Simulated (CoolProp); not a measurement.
Vapour-liquid equilibrium of carbon dioxide (1) + R123 (2) at 257.4 K; x and y are mole fractions of (1).

Values from CoolProp's multi-fluid Helmholtz-energy mixture model, Span 1996 and Younglove 1994; pair parameters Bell 2016.

Question: Give the bubble pressure and the first vapour's composition at x = 0.125, 0.35, 0.65. Is there an azeotrope?

Answer: x = 0.125: 2.126 bar, y = 0.933; x = 0.35: 5.820 bar, y = 0.979; x = 0.65: 12.42 bar, y = 0.994. No azeotrope shows between x = 0.05 and 0.95.

The pair parameters rest on a limited set of measurements; away from them the model extrapolates.
